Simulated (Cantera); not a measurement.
A closed system holds: 1 mol Ti(OiPr)4, 230 mol H2, at 1948.15 K and 5.30 mbar.

Method: chemical equilibrium by Gibbs-energy minimisation in Cantera with the NASA 1993 tables (ideal gas, pure condensed phases). Candidate condensed phases: C, C6H6, C7H8, C8H18, H2O, Ti, TiC, TiO, TiO2, Ti2O3, Ti3O5, Ti4O7; 113 gas species. The feed counts by its element totals alone. TiC: taken at fixed stoichiometry. Equilibrium is a limit: real reactors are often held back by kinetics, nucleation or transport.

Base state: H2 0.968, CO 0.0160, H 0.0153, C2H2 (acetylene) 0.000522 (mole fractions); condensed: C(graphite) + TiC(s).

### Question
What changes in the equilibrium state with this change: temperature from 1948.15 K to 1723 K?

### Answer
```csv
species,before,after
H2,0.968,0.981
CO,0.0160,0.0161
H,0.0153,0.00248
C2H2 (acetylene),0.000522,8.88e-5
"C(graphite), mol",6.74,6.95
"TiC(s), mol",1.000,1.00
```
